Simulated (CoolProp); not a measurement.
A single-stage vapour-compression cycle with dimethyl ether: evaporating at 246.15 K (dew point), condensing at 306.15 K (bubble point), superheat 0 K, subcooling 2 K, compressor efficiency 0.65, no pressure losses. Each further row changes one setting.

Model: reference Helmholtz-energy equation of state, Wu 2011, in CoolProp.

| case | cooling COP | pressure ratio | discharge temperature (K) | refrigerating effect (kJ/kg) | volumetric capacity (kJ/m³) |
|---|---|---|---|---|---|
| as stated | 2.14 | 8.04 | 360.2 | 332 | 711 |
| evaporating temperature 251.15 K | 2.43 | 6.47 | 353.9 | 337 | 885 |
| condensing temperature 301.15 K | 2.39 | 7.00 | 352.3 | 344 | 738 |
| subcooling 7 K | 2.22 | 8.04 | 360.2 | 344 | 738 |
| superheat 10 K | 2.13 | 8.04 | 372.1 | 346 | 708 |
| compressor efficiency 0.55 | 1.81 | 8.04 | 376.3 | 332 | 711 |
